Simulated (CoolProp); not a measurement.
R1132(E) along the isotherm 260.1 K: Z from the reference equation and from simpler models built on Tc = 348.8 K, pc = 5.174 MPa, ω = 0.245; each cubic takes its own stable root.

The numbers come from the reference Helmholtz-energy equation of state, Akasaka 2024 in CoolProp.

| p (MPa) | phase | reference | Redlich-Kwong | Peng-Robinson |
|---|---|---|---|---|
| 0.406 | gas | 0.9209 | 0.9359 | 0.9260 |
| 0.812 | liquid | 0.02308 | 0.02680 | 0.02265 |
| 1.22 | liquid | 0.03463 | 0.04015 | 0.03397 |
| 1.62 | liquid | 0.04593 | 0.05318 | 0.04503 |
| 2.03 | liquid | 0.05749 | 0.06646 | 0.05633 |
| 2.44 | liquid | 0.06902 | 0.07968 | 0.06760 |
| 2.84 | liquid | 0.08024 | 0.09252 | 0.07856 |
| 3.25 | liquid | 0.09172 | 0.1056 | 0.08976 |
| 3.66 | liquid | 0.1032 | 0.1187 | 0.1009 |
| 4.06 | liquid | 0.1143 | 0.1313 | 0.1118 |
| 4.47 | liquid | 0.1257 | 0.1443 | 0.1229 |
| 4.88 | liquid | 0.1371 | 0.1571 | 0.1340 |
| 5.28 | liquid | 0.1482 | 0.1696 | 0.1447 |
| 5.69 | liquid | 0.1595 | 0.1824 | 0.1558 |
| 6.09 | liquid | 0.1706 | 0.1948 | 0.1665 |
| 6.5 | liquid | 0.1818 | 0.2075 | 0.1774 |
